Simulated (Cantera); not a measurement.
Iron carbonyl, mercury and lead vapours: Pb + H₂ + N₂

Feed: 1 mol Pb, 0.045 mol H₂, a varied amount of N₂, held at 1330 Pa.

Equilibrium computed with Cantera from the NASA thermochemical tables; the gas is ideal and each condensed phase is pure. Candidate condensed phases: Pb; 11 gas species. Equilibrium is a limit: real reactors are often held back by kinetics, nucleation or transport.

Stable condensed phases:

```
T in K \ n(N₂) in mol
         0.53 0.75  1.1  1.5  2.1    3  4.2  5.9  8.3   12   16   23
   1450     A    A    A    A    A    A    A    A    A    A    A    A
   1375     B    B    A    A    A    A    A    A    A    A    A    A
   1300     B    B    B    B    B    B    A    A    A    A    A    A
   1225     B    B    B    B    B    B    B    B    B    B    A    A
   1150     B    B    B    B    B    B    B    B    B    B    B    B
   1075     B    B    B    B    B    B    B    B    B    B    B    B
   1000     B    B    B    B    B    B    B    B    B    B    B    B
    925     B    B    B    B    B    B    B    B    B    B    B    B
    850     B    B    B    B    B    B    B    B    B    B    B    B
    775     B    B    B    B    B    B    B    B    B    B    B    B
    700     B    B    B    B    B    B    B    B    B    B    B    B
```

A: gas only; B: Pb.
